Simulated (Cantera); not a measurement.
A closed system holds: 1 mol H2O, 3 mol O2, 5.2 mol H2, held at 1300 °C and 0.000100 bar.

Method: chemical equilibrium by Gibbs-energy minimisation in Cantera with the NASA 1993 tables (ideal gas, pure condensed phases). Candidate condensed phases: H2O; 9 gas species. Equilibrium is a limit: real reactors are often held back by kinetics, nucleation or transport.

Base state: H2O 0.934, O2 0.0605, OH 0.00321, H2 0.00182, O 0.000257, H 0.000174 (mole fractions); condensed: gas only.

**Question.** What changes in the equilibrium state with this change: temperature from 1300 °C to 2525 °C?

**Answer.** 
```csv
species,before,after
H,0.000174,0.632
O,0.000257,0.353
H2,0.00182,0.00604
H2O,0.934,0.000183
O2,0.0605,0.00428
OH,0.00321,0.00537
```

**Question.** What changes in the equilibrium state with this change: H2 from 5.2 to 9.9 mol?

**Answer.** 
```
species    before     after
-------  --------  --------
H2O         0.934     0.641
H2        0.00182     0.356
H        0.000174   0.00243
O2         0.0605   7.47e-7
O        0.000257   9.03e-7
OH        0.00321  0.000158
```
